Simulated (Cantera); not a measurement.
A perfectly stirred reactor is fed with 25.6 % CH4, 74.4 % H2O, at 1.00 atm; it is held at 1498 K, and followed from long to short residence time.

Detailed kinetics in Cantera: GRI-Mech 3.0 (53 species, 325 reactions).

One state of this run: x CH4 = 0.253; x H2O = 0.743; x C2H6 = 0.000537; x CO2 = 1.01e-7; x O = 1.77e-11. x: mole fraction; the columns are a selection and need not sum to one.

Problem. Which value of τ (s) does it belong to?
A) 0.37
B) 0.0041
C) 0.025
D) 0.15

Solution. B, 0.0041
